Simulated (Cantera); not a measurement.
A closed system holds: 1 mol Si, 4.2 mol Br2, held at 1623.15 K and 0.133 bar.

Equilibrium computed with Cantera from the NASA thermochemical tables; the gas is ideal and each condensed phase is pure. The tables' values for SiBr3 are old estimates; treat these amounts as uncertain. The numbers say what is thermodynamically allowed, not how fast it happens.

```
species    before    after
-------  --------  -------
Br2         0.168    0.688
SiBr4       0.212    0.312
Br          0.616  9.85e-8
SiBr3     0.00317    <1e-9
SiBr2    0.000607    <1e-9
```
Gas species are given as mole fractions.

Question: What was changed between the two runs?
A) temperature from 1623.15 K to 1300 K
B) temperature from 1623.15 K to 498.15 K
C) temperature from 1623.15 K to 1350 K
D) pressure from 0.133 bar to 1.33 mbar

Answer: B, temperature from 1623.15 K to 498.15 K
